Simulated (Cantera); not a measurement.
## Thermodynamics of sublimation and decomposition of ceramics, feed BN + N2

Input: 1 mol BN, 0.023 mol N2, held at 10.0 mbar.

Equilibrium computed with Cantera from the NASA thermochemical tables; the gas is ideal and each condensed phase is pure. Candidate condensed phases: B, BN; 5 gas species. Equilibrium is a limit: real reactors are often held back by kinetics, nucleation or transport.

| T (K) | x N2 | x B | x BN | x B2 | x N | n B(l) |
|---|---|---|---|---|---|---|
| 2450 | 0.994 | 0.00531 | 0.000221 | 8.29e-7 | 1.82e-6 | 0.997 |
| 2475 | 0.993 | 0.00680 | 0.000271 | 1.17e-6 | 2.31e-6 | 0.996 |
| 2500 | 0.991 | 0.00867 | 0.000331 | 1.65e-6 | 2.91e-6 | 0.995 |
| 2525 | 0.989 | 0.0110 | 0.000402 | 2.31e-6 | 3.66e-6 | 0.994 |
| 2550 | 0.986 | 0.0139 | 0.000486 | 3.20e-6 | 4.57e-6 | 0.992 |
| 2575 | 0.982 | 0.0174 | 0.000586 | 4.41e-6 | 5.69e-6 | 0.990 |
| 2600 | 0.978 | 0.0218 | 0.000703 | 6.03e-6 | 7.04e-6 | 0.988 |
| 2625 | 0.972 | 0.0271 | 0.000839 | 8.20e-6 | 8.68e-6 | 0.985 |
| 2650 | 0.965 | 0.0336 | 0.000998 | 1.11e-5 | 1.07e-5 | 0.981 |
| 2675 | 0.957 | 0.0415 | 0.00118 | 1.49e-5 | 1.30e-5 | 0.977 |
x: gas mole fraction; n: condensed amount in mol.

From 2450 K to 2675 K the condensed part is B(l). The main B-bearing gas is B throughout. The share of B in condensed phases is highest at 2450 K (99.7 %) and lowest at 2675 K (97.7 %).
